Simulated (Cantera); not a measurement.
Charge: 1 mol CH2F2, 0.35 mol CH4, 0.38 mol H2, at 0.00120 bar.

Cantera equilibrium calculation (NASA polynomials, part measured and part estimated; ideal gas, pure solids and liquids). Candidate condensed phases: C, C6H6, C7H8, C8H18; 95 gas species. Kinetics and transport are ignored. All values below are at 902 °C.

Base state: HF 0.649, H2 0.351 (mole fractions); condensed: C(graphite).

Question: What changes in the equilibrium state with this change: CH2F2 replaced by C2F6?

Answer: 
```json
[
 {"species": "HF", "before": "0.649", "after": "0.692"},
 {"species": "CF4", "before": "<1e-9", "after": "0.308"},
 {"species": "H2", "before": "0.351", "after": "<1e-9"},
 {"species": "C(graphite), mol", "before": "1.35", "after": "1.39"}
]
```
The feed counts by its element totals alone. Gases not in the tables: C2F6 and larger saturated fluorocarbons.
